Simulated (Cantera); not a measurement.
Equilibrium for sublimation and decomposition of ceramics: Al2O3 + N2 + C

Feed: 1 mol Al2O3, 5.3 mol N2, 0.0063 mol C, at 2750 °C.

These are equilibrium values from Cantera (NASA tables, ideal gas, pure condensed phases), not measurements of a reactor. Candidate condensed phases: Al, AlN, Al2O3, C; 32 gas species. Equilibrium is a limit: real reactors are often held back by kinetics, nucleation or transport.

| P (Pa) | x N2 | x O | x Al | x AlO | x Al2O | x O2 | x NO | n Al2O3(l) |
|---|---|---|---|---|---|---|---|---|
| 1 | 0.512 | 0.289 | 0.194 | 0.000365 | 2.98e-7 | 5.58e-5 | 0.000645 | 0 |
| 5.60 | 0.514 | 0.287 | 0.193 | 0.00202 | 9.17e-6 | 0.000308 | 0.00152 | 0 |
| 32 | 0.520 | 0.277 | 0.186 | 0.0107 | 0.000269 | 0.00164 | 0.00352 | 0 |
| 180 | 0.544 | 0.240 | 0.153 | 0.0431 | 0.00501 | 0.00690 | 0.00739 | 0 |
| 1000 | 0.663 | 0.146 | 0.0727 | 0.0691 | 0.0212 | 0.0142 | 0.0117 | 0.260 |
| 5600 | 0.935 | 0.0247 | 0.0141 | 0.0127 | 0.00421 | 0.00229 | 0.00558 | 0.899 |
| 32000 | 0.986 | 0.00378 | 0.00302 | 0.00237 | 0.000966 | 0.000305 | 0.00209 | 0.980 |
| 180000 | 0.996 | 0.000469 | 0.000919 | 0.000505 | 0.000352 | 2.64e-5 | 0.000619 | 0.994 |
| 1000000 | 0.998 | 4.05e-5 | 0.000497 | 0.000131 | 0.000275 | 1.10e-6 | 0.000126 | 0.997 |
x: gas mole fraction; n: condensed amount in mol.

From 1.00 Pa to 1.80 mbar nothing is condensed. From 10.0 mbar to 10.0 bar the condensed part is Al2O3(l). The main Al-bearing gas is Al at 1.00 Pa and Al2O at 10.0 bar.
